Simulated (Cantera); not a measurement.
Charge: 1 mol CHF3, 1.9 mol HCl, at 450 Pa.

Method: chemical equilibrium by Gibbs-energy minimisation in Cantera with the NASA 1993 tables (ideal gas, pure condensed phases). Candidate condensed phases: C, C6H6, C7H8, C8H18; 135 gas species. Ions and electrons are included (thermal ionisation). The tables' values for CCl are old estimates; treat these amounts as uncertain. Kinetics and transport are ignored.

x: gas mole fraction; nothing condenses.

```
T (K)      x HF    x F    x H   x Cl      x C     x C3     x CF
-----  --------  -----  -----  -----  -------  -------  -------
3000      0.375  0.123  0.105  0.314  0.00968   0.0440   0.0122
3500        ___    ___    ___    ___      ___      ___      ___
4000    0.00797  0.335  0.325  0.218    0.110  9.49e-5  0.00141
4500        ___  0.340  0.329  0.216    0.113      ___      ___
5000   0.000220  0.341  0.329  0.216    0.113  3.18e-8  4.97e-5
```

### Question
Some entries are withheld; supply them.

### Answer

- 3500, x HF: 0.0798
- 3500, x F: 0.292
- 3500, x H: 0.285
- 3500, x Cl: 0.240
- 3500, x C: 0.0731
- 3500, x C3: 0.00883
- 3500, x CF: 0.00901
- 4500, x HF: 0.00110
- 4500, x C3: 1.15e-6
- 4500, x CF: 0.000224
